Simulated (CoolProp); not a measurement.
Computed with CoolProp (reference Helmholtz-energy equation of state, Akasaka 2023).

Task: For R1224YDZ, give the phase and the Z, cp (kJ/(kg K)), cv (kJ/(kg K)), Joule-Thomson coefficient (K/MPa) at -65.85 °C and 1.69 MPa.

Result: 
- -65.85 °C and 1.69 MPa: liquid; Z 0.0915, cp 1.02, cv 0.708, Joule-Thomson coefficient -0.427
